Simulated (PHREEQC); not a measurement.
1 kg of water holding 0.016 mol NaHCO3 and 0.03 mol K2CO3 meets 20 L of dry gas (O2 1 by moles) at fixed total pressure, at 30 atm; fugacities by Peng-Robinson. The gases take part in no redox reaction, some water evaporates into the gas, and hydrates or a liquid gas phase aren't modelled. Nothing may precipitate in this run.

Equilibrium calculation in PHREEQC: ion-association model, phreeqc.dat.

Task: Predict dissolved O2 (mol/kgw) at T (°C) = 30, 40, 50, 60, 80.

Result: 
```json
[
 {"T (°C)": "30", "dissolved O2 (mol/kgw)": "0.0326"},
 {"T (°C)": "40", "dissolved O2 (mol/kgw)": "0.0286"},
 {"T (°C)": "50", "dissolved O2 (mol/kgw)": "0.0258"},
 {"T (°C)": "60", "dissolved O2 (mol/kgw)": "0.0239"},
 {"T (°C)": "80", "dissolved O2 (mol/kgw)": "0.0217"}
]
```

Species that the database lacks are ignored. At this temperature some constants are extrapolated from 25 °C, and those without enthalpy data are left unchanged.
